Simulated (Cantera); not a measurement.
Charge: 1 mol Si, a varied amount of H₂O, 150 mol N₂, equilibrated at 2073.15 K and 390000 Pa.

Cantera equilibrium calculation (NASA polynomials, part measured and part estimated; ideal gas, pure solids and liquids). Candidate condensed phases: H₂O, Si, SiO₂, Si₂N₂O, Si₃N₄; 35 gas species. Mutual solubility and eutectic melting of coexisting phases are not modelled. The tables hold silica as quartz up to 1696 K and as liquid above; real silica turns to tridymite and cristobalite and melts near 1996 K. Gases not in the tables: Si(OH)₄. Kinetics and transport are ignored.

x: gas mole fraction; n: condensed amount in mol.

```
n(H₂O) (mol)   x N₂     x H₂     x SiO     x H₂O       x H      x Si      x OH  n Si₂N₂O(s)  n Si₃N₄(s)  n SiO₂(l)
------------  -----  -------  --------  --------  --------  --------  --------  -----------  ----------  ---------
0.29          0.996  0.00190   0.00165   3.12e-8   5.82e-5   5.76e-6  1.09e-10       0.0429       0.222          0
0.48          0.995  0.00316   0.00165   5.18e-8   7.49e-5   5.76e-6  1.40e-10        0.232      0.0954          0
0.67          0.993  0.00440   0.00226   1.36e-7   8.84e-5   4.20e-6  3.11e-10        0.329           0          0
0.86          0.990  0.00563   0.00476   7.65e-7   1.00e-4   2.01e-6   1.55e-9        0.140           0          0
1.1           0.987  0.00711   0.00599   6.59e-5  0.000112   3.71e-8   1.18e-7            0           0        [?]
1.2           0.987  0.00775   0.00534   8.05e-5  0.000117   2.95e-8   1.39e-7            0           0        [?]
1.4           0.987  0.00902   0.00407  0.000123  0.000127   1.71e-8   1.96e-7            0           0        [?]
1.6           0.987   0.0103   0.00283  0.000201  0.000135   8.30e-9   3.01e-7            0           0        [?]
1.8           0.986   0.0114   0.00169  0.000374  0.000142   2.95e-9   5.31e-7            0           0        [?]
2             0.986   0.0122  0.000825  0.000823  0.000148  7.04e-10   1.13e-6            0           0      0.874
2.2           0.985   0.0127  0.000408   0.00172  0.000150  1.72e-10   2.32e-6            0           0      0.938
2.4           0.984   0.0128  0.000248   0.00287  0.000151  6.34e-11   3.84e-6            0           0      0.962
2.6           0.983   0.0129  0.000174   0.00410  0.000151  3.13e-11   5.48e-6            0           0      0.973
```

Problem. What belongs in the gaps?

Solution. 
- 1.1, n SiO₂(l): 0.0899
- 1.2, n SiO₂(l): 0.188
- 1.4, n SiO₂(l): 0.381
- 1.6, n SiO₂(l): 0.569
- 1.8, n SiO₂(l): 0.743
